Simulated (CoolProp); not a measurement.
Values from CoolProp's reference Helmholtz-energy equation of state, Zhou 2014.

Task: Give the vapour pressure (kPa), liquid density (kg/m³), vapour density (kg/m³), enthalpy of vaporisation (kJ/kg) of saturated cyclohexane at 476.3, 508.2 K.

Result: 
```
T (K)  p (kPa)  liquid density (kg/m³)  vapour density (kg/m³)  enthalpy of vaporisation (kJ/kg)
-----  -------  ----------------------  ----------------------  --------------------------------
476.3     1410                     572                    39.7                               247
508.2     2260                     515                    69.0                               200
```
